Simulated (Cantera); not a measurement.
Feed: 1 mol MgCO3, 3.3 mol H2, 18 mol O2, at 525 K and 80000 Pa.

Method: chemical equilibrium by Gibbs-energy minimisation in Cantera with the NASA 1993 tables (ideal gas, pure condensed phases). Rates play no part.

| species | before | after |
|---|---|---|
| O2 | 0.829 | 0.790 |
| H2O | 0.167 | 0.158 |
| CO2 | 0.00365 | 0.0483 |
| OH | <1e-9 | 0.00292 |
| O | <1e-9 | 0.000442 |
| CO | <1e-9 | 5.15e-5 |
| H2 | <1e-9 | 3.84e-5 |
| MgCO3(s), mol | 0.928 | 0 |
| MgO(s), mol | 0.0720 | 1.000 |
Gas species are given as mole fractions.

Problem. Name the change that produced these shifts.
A. H2 from 3.3 to 0.14 mol
B. temperature from 525 K to 1948.15 K
C. H2 from 3.3 to 1.1 mol
D. temperature from 525 K to 848 K

Solution. B, temperature from 525 K to 1948.15 K
